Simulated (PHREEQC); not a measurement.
Dissolve 0.04 mol HF and 0.00031 mol NaF per kg of water at 25 °C. Closed to the air; pH follows from the charge balance.

Computed with PHREEQC (ion-association model, phreeqc.dat).

This is a speciation only: nothing precipitates in the calculation.

### Question
What pH, ionic strength does the model give?

### Answer
pH 2.31; ionic strength 0.00563 mol/kgw.

### Question
In which forms is F present?

### Answer
HF 84 %, F- 12 %, HF2- 3.2 % of the F.

Complexes and solids missing from the database can't appear.
